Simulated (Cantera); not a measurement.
Standard-state values (1 bar) from the NASA 1993 polynomials, evaluated with Cantera. Values are per mole of reaction as written; species without (g) are pure solids or liquids, kept so even where they would boil at 1 bar.

Task: Between 1150 and 1300 K, where is each reaction favourable under standard conditions?
- 2 Ca(g) + S₂(g) ⇌ 2 CaS

Result: 
- 2 Ca(g) + S₂(g) ⇌ 2 CaS: ΔG° is -959 kJ at 1150 K and -901 kJ at 1300 K; it stays negative (K > 1). ΔH° is -1403 kJ and ΔS° -387 J/K at 1300 K.
